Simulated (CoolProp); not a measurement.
Vapour-liquid equilibrium of cyclopentane (1) + octamethylcyclotetrasiloxane (D4) (2) at 31.05 °C; x and y are mole fractions of (1).

Model: multi-fluid Helmholtz-energy mixture model, Gedanitz 2015 and Thol 2015; pair parameters Bell 2016, in CoolProp.

| x | bubble pressure (bar) | y at the bubble point | dew pressure at overall composition x (bar) | liquid density (mol/L) |
|---|---|---|---|---|
| 0.05 | 0.02336 | 0.915 | 0.002194 | 3.313 |
| 0.15 | 0.06726 | 0.973 | 0.002451 | 3.605 |
| 0.25 | 0.1133 | ___ | 0.002775 | 3.942 |
| 0.35 | 0.1618 | 0.992 | 0.003199 | 4.336 |
| 0.45 | 0.2128 | 0.995 | ___ | 4.804 |
| 0.55 | 0.2666 | 0.997 | 0.004607 | 5.366 |
| 0.65 | 0.3232 | ___ | 0.005907 | 6.055 |
| 0.75 | 0.3827 | 0.999 | 0.008227 | 6.918 |
| 0.85 | 0.4444 | 0.999 | 0.01355 | 8.031 |
| 0.95 | 0.5058 | 1.000 | 0.03838 | ___ |

Task: What belongs in the gaps?

Result: 
- 0.25, y at the bubble point: 0.986
- 0.45, dew pressure at overall composition x (bar): 0.003776
- 0.65, y at the bubble point: 0.998
- 0.95, liquid density (mol/L): 9.521

No azeotrope shows between x = 0.05 and 0.95.

The pair parameters rest on a limited set of measurements; away from them the model extrapolates.
